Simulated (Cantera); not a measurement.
# Counterflow diffusion flame

A counterflow diffusion flame at 1580 Torr, nozzles 20 mm apart: fuel side 100 % CH4 at 300 K, oxidiser side 21.0 % O2, 79.0 % N2 at 475 K, fuel mass flux 1.1 times the oxidiser's; mixture-averaged transport, no radiation.

Model: GRI-Mech 3.0 (53 species, 325 reactions), integrated in Cantera. GRI-Mech 3.0 has no aromatics or soot, which form on the fuel side of real flames. The maximum strain rate includes the flame's own expansion and is several times the mean.

```tsv
oxidiser flux (kg/m²/s)	max strain (1/s)	mean strain (1/s)	T max (K)	peak x OH	peak x H	peak x NO	peak x CO	peak x C2H2
0.53	201	38.9	2175	0.00708	0.00269	0.000295	0.0503	0.0144
0.72	264	52.8	2163	0.00717	0.00283	0.000279	0.0494	0.0134
0.98	347	71.8	2150	0.00724	0.00296	0.000260	0.0487	0.0125
1.3	448	95.3	2140	0.00729	0.00309	0.000242	0.0482	0.0116
1.8	601	132	2127	0.00729	0.00322	0.000218	0.0478	0.0106
2.5	811	183	2110	0.00721	0.00333	0.000189	0.0475	0.00965
3.4	1080	249	2091	0.00704	0.00338	0.000158	0.0472	0.00861
4.7	1460	345	2068	0.00677	0.00340	0.000124	0.0472	0.00751
```
x: mole fraction; the columns are a selection and need not sum to one.
